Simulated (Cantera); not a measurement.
A Cantera script and its output.

```python
import numpy as np
import cantera as ct

gas = ct.Solution("h2o2.yaml")
gas.TPX = 500, 100000, {'H2': 1, 'O2': 0.385, 'N2': 1.65}
flame = ct.FreeFlame(gas, width=0.04)
flame.set_refine_criteria(ratio=3, slope=0.08, curve=0.16)
flame.transport_model = "mixture-averaged"
flame.solve(loglevel=0, auto=True)
z, T = flame.grid, flame.T
thick = (T[-1] - T[0]) / np.gradient(T, z).max()
show = ['H2', 'O2', 'OH', 'H', 'H2O2', 'O']
print(f"laminar burning velocity  {flame.velocity[0] * 100:.3f} cm/s")
print(f"burnt temperature         {T[-1]:.1f} K")
print(f"thermal thickness         {thick * 1e3:.4f} mm")
print(f"grid points               {len(z)}")
z0 = z[flame.heat_release_rate.argmax()]
print(f"{'z/mm':>9s}{'T/K':>9s}{'u/(m/s)':>9s}" + "".join(f"{s:>11s}" for s in show))
rows = []
for k in (-3, -2, -1.5, -1, -0.5, -0.25, 0, 0.25, 0.5, 1, 2, 4, 8):
    zz = z0 + k * thick
    rows.append([k * thick, np.interp(zz, z, T), np.interp(zz, z, flame.velocity),
                 *(np.interp(zz, z, flame.X[gas.species_index(s)]) for s in show)])
    print(f"{rows[-1][0] * 1e3:9.3f}{rows[-1][1]:9.1f}{rows[-1][2]:9.3f}" + "".join(f"{x:11.3e}" for x in rows[-1][3:]))
```

It prints:

```
laminar burning velocity  562.994 cm/s
burnt temperature         2365.0 K
thermal thickness         0.4388 mm
grid points               131
     z/mm      T/K  u/(m/s)         H2         O2         OH          H       H2O2          O
   -1.316    500.0    5.630  3.295e-01  1.269e-01  2.600e-17  4.233e-17  2.960e-16  1.513e-15
   -0.878    500.0    5.630  3.295e-01  1.269e-01  9.181e-15  1.612e-14  8.758e-14  5.343e-13
   -0.658    500.0    5.630  3.295e-01  1.269e-01  2.795e-13  1.224e-12  3.011e-12  1.624e-11
   -0.439    500.0    5.630  3.294e-01  1.269e-01  2.319e-11  7.329e-10  3.269e-10  1.172e-09
   -0.219    511.9    5.738  3.259e-01  1.272e-01  2.431e-05  4.737e-05  3.771e-06  3.638e-06
   -0.110    740.3    8.096  2.930e-01  1.220e-01  8.448e-04  5.147e-03  2.906e-05  2.266e-04
    0.000   1190.6   12.597  1.940e-01  8.562e-02  2.693e-03  3.704e-02  4.319e-06  3.923e-03
    0.110   1501.4   15.688  1.036e-01  3.076e-02  7.089e-03  6.541e-02  2.439e-06  7.605e-03
    0.219   1644.8   17.068  8.077e-02  1.351e-02  9.460e-03  6.660e-02  1.565e-06  7.271e-03
    0.439   1787.5   18.384  7.924e-02  8.509e-03  1.104e-02  5.574e-02  8.694e-07  6.098e-03
    0.878   1930.7   19.657  8.142e-02  6.140e-03  1.150e-02  4.243e-02  4.581e-07  4.490e-03
    1.755   2066.8   20.831  8.252e-02  3.943e-03  1.079e-02  3.021e-02  2.477e-07  2.850e-03
    3.511   2180.9   21.786  8.280e-02  2.182e-03  8.989e-03  2.026e-02  1.422e-07  1.543e-03
```

Computed with Cantera and the H2/O2 subset of GRI-Mech 3.0, which has no nitrogen chemistry. Burning velocities carry a grid error of a few per cent, more on coarse grids.
